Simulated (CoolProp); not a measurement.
The fluid at 298.15 K and 19.1 MPa is throttled through a valve to 2.24 MPa with no heat exchange. The same conditions are run with several fluids, on thermodynamics alone (safety and materials aside).

Values from CoolProp's reference Helmholtz-energy equation of state of each fluid (propane: Lemmon 2009; dodecamethylcyclohexasiloxane (D6): Colonna 2008; R115: Lemmon 2016; water: Wagner 2002; n-octane: Beckmüller 2019).

```csv
fluid,temperature change (K),final density (kg/m³)
propane,+3.2,491
dodecamethylcyclohexasiloxane (D6),+7.5,966
R115,+2.2,1290
water,+3.7,997
n-octane,+7.3,695
```
